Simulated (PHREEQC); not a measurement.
0.013 g of hydrous ferric oxide (600 m²/g; 0.2 weak and 0.005 strong sites per Fe, Dzombak-Morel constants, diffuse double layer) in 1 kg of water with 0.05 mol/kgw of an inert sodium salt, at 25 °C; the pH is set by adding NaOH or the inert anion's acid. Oxygen alone is held at its pressure in air (log pO2 = -0.68). The system is closed to CO2. No solid was allowed to form.

Equilibrium calculation in PHREEQC: ion-association model, wateq4f.dat.

| pH | surface charge σ (C/m²) | surface potential ψ (mV) |
|---|---|---|
| 3 | 0.357 | 169 |
| 3.38 | 0.342 | 167 |
| 3.75 | 0.317 | 164 |
| 4.12 | 0.281 | 158 |
| 4.88 | 0.194 | 139 |
| 5.25 | 0.154 | 127 |
| 5.62 | 0.119 | 114 |
| 6 | 0.089 | 99 |
| 6.38 | 0.064 | 84 |
| 6.75 | 0.045 | 67 |
| 7.12 | 0.030 | 50 |
| 7.88 | 0.006 | 12 |
| 8.25 | -0.004 | -7 |
| 8.62 | -0.014 | -26 |
| 9 | -0.026 | -45 |

The oxide is taken as insoluble; below pH 4 it would dissolve.
